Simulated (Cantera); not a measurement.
Cantera run:

```python
import numpy as np
import cantera as ct

gas_names = """
    Cu CuF CuF2 Cu2 F F2 H HF H2 H2F2 H3F3 H4F4 H5F5 H6F6 H7F7 N NF NF2 NF3 NH NH2 NH3 N2 N2H2 N2H4
""".split()
cond_names = """
    Cu(cr) Cu(L) CuF2(s) CuF2(L)
""".split()


def load(file, names, dense=False):
    # The tables refer to 1 bar. Condensed volumes are neglected.
    table = {s.name: s for s in ct.Species.list_from_file(file)}
    out = []
    for n in names:
        d = dict(table[n].input_data)
        d["thermo"] = dict(d["thermo"], **{"reference-pressure": 1e5})
        if dense:
            d["equation-of-state"] = {"model": "constant-volume", "density": "1e6 g/cm^3"}
        out.append(ct.Species.from_dict(d))
    return out


gas = ct.Solution(thermo="ideal-gas", species=load("nasa_gas.yaml", gas_names))
cond = {s.name: ct.Solution(thermo="fixed-stoichiometry", species=[s], name=s.name)
        for s in load("nasa_condensed.yaml", cond_names, dense=True)}
atoms = {
    'Cu': {'Cu': 1},
    'HF': {'H': 1, 'F': 1},
    'N2': {'N': 2},
}
top_T = {}  # K; cautious upper limits of use, not melting points


def equilibrate(T, P, feed):
    n = {}
    for name, mol in feed.items():
        for a, k in atoms[name].items():
            n[a] = n.get(a, 0.0) + k * mol
    gas.TPX = T, P, n
    mass = sum(n.values()) * gas.mean_molecular_weight
    gas.equilibrate("TP")
    valid = [c for c in cond.values() if c.min_temp <= T <= top_T.get(c.name, c.max_temp)]
    mix = ct.Mixture([(gas, mass / gas.mean_molecular_weight)] + [(c, 0.0) for c in valid])
    mix.T, mix.P = T, P
    mix.equilibrate("TP", solver="vcs", rtol=1e-11, max_steps=5000)
    return mix


results = []
feed = {'Cu': 1, 'HF': 1.2, 'N2': 24}  # mol
P = 2000  # Pa
for T in [700, 800, 900, 1000, 1100, 1200, 1300, 1400, 1500]:
    mix = equilibrate(T, P, feed)
    results.append((T, P, feed, dict(zip(mix.species_names, mix.species_moles))))
    x = sorted(zip(gas.X, gas.species_names), reverse=True)
    print(f"T = {T:g} K  P = {P:g} Pa  gas = {mix.phase_moles(0):.4g} mol")
    print("   x: " + "  ".join(f"{s} {v:.3e}" for v, s in x if v > 1e-05))
    print("   condensed (mol): " + ("  ".join(f"{mix.phase(i).name} {mix.phase_moles(i):.4g}"
          for i in range(1, mix.n_phases) if mix.phase_moles(i) > 1e-12) or "none"))
```

It prints:

```
T = 700 K  P = 2000 Pa  gas = 25.2 mol
   x: N2 9.524e-01  HF 4.762e-02
   condensed (mol): Cu(cr) 1
T = 800 K  P = 2000 Pa  gas = 25.2 mol
   x: N2 9.524e-01  HF 4.762e-02
   condensed (mol): Cu(cr) 1
T = 900 K  P = 2000 Pa  gas = 25.2 mol
   x: N2 9.524e-01  HF 4.762e-02
   condensed (mol): Cu(cr) 1
T = 1000 K  P = 2000 Pa  gas = 25.2 mol
   x: N2 9.524e-01  HF 4.762e-02
   condensed (mol): Cu(cr) 1
T = 1100 K  P = 2000 Pa  gas = 25.2 mol
   x: N2 9.524e-01  HF 4.762e-02
   condensed (mol): Cu(cr) 0.9999
T = 1200 K  P = 2000 Pa  gas = 25.2 mol
   x: N2 9.524e-01  HF 4.761e-02  CuF 1.208e-05
   condensed (mol): Cu(cr) 0.9997
T = 1300 K  P = 2000 Pa  gas = 25.2 mol
   x: N2 9.524e-01  HF 4.757e-02  CuF 4.466e-05  H2 2.232e-05
   condensed (mol): Cu(cr) 0.9987
T = 1400 K  P = 2000 Pa  gas = 25.2 mol
   x: N2 9.523e-01  HF 4.748e-02  CuF 1.332e-04  Cu 6.744e-05  H2 6.646e-05
   condensed (mol): Cu(L) 0.9949
T = 1500 K  P = 2000 Pa  gas = 25.21 mol
   x: N2 9.518e-01  HF 4.726e-02  Cu 4.112e-04  CuF 3.313e-04  H2 1.649e-04
   condensed (mol): Cu(L) 0.9813
```

Cantera equilibrium calculation (NASA polynomials, part measured and part estimated; ideal gas, pure solids and liquids).
